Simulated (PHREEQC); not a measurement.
Copper plating or etch bath (model solution)

Dissolve 0.2 mol CuSO4, 0.018 mol HCl and 0.015 mol H3BO3 per kg of water at 25 °C. Closed to the air; pH follows from the charge balance.

The numbers come from PHREEQC with the ion-association model, phreeqc.dat.

- pH = 2.34
- ionic strength = 0.394 mol/kgw
- activity of water = 0.994
- specific conductance = 16400 µS/cm
- density = 1.029 g/cm³
- total alkalinity = -18.0 meq/kg

| species | molality | activity | log γ |
|---|---|---|---|
| Cu+2 | 0.0995 | 0.0266 | -0.572 |
| CuSO4 | 0.0993 | 0.109 | 0.039 |
| SO4-2 | 0.0886 | 0.0200 | -0.646 |
| Cl- | 0.0168 | 0.0112 | -0.176 |
| H3BO3 | 0.0150 | 0.0164 | 0.039 |
| HSO4- | 0.0121 | 0.00885 | -0.136 |
| H+ | 0.00589 | 0.00455 | -0.112 |
| CuCl+ | 0.00120 | 0.000802 | -0.175 |
| CuCl2 | 4.40e-6 | 4.81e-6 | 0.039 |
| CuOH+ | 8.72e-8 | 5.82e-8 | -0.175 |
| Cu2(OH)2+2 | 5.21e-9 | 1.48e-9 | -0.546 |
| H2BO3- | 2.84e-9 | 2.08e-9 | -0.136 |

No solid was allowed to form. Complexes and solids missing from the database can't appear.
